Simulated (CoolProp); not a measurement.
A single-stage vapour-compression cycle with CH2F2 (R32): evaporating at 226.15 K (dew point), condensing at 290.15 K (bubble point), superheat 5 K, subcooling 5 K, compressor efficiency 0.9, no pressure losses. Each further row changes one setting.

Model: reference Helmholtz-energy equation of state, Tillner-Roth 1997, in CoolProp.

```tsv
case	cooling COP	pressure ratio	discharge temperature (K)	refrigerating effect (kJ/kg)	volumetric capacity (kJ/m³)
as stated	___	10.6	381.1	282	1020
evaporating temperature 231.15 K	2.73	8.38	371.1	284	1290
condensing temperature 285.15 K	2.68	___	370.8	291	1050
subcooling 10 K	2.48	10.6	381.1	291	1050
superheat 15 K	2.36	10.6	394.4	290	999
compressor efficiency 0.8	___	10.6	394.8	282	1020
```

Question: What belongs in the gaps?

Answer: 
- as stated, cooling COP: 2.40
- condensing temperature 285.15 K, pressure ratio: 9.19
- compressor efficiency 0.8, cooling COP: 2.14
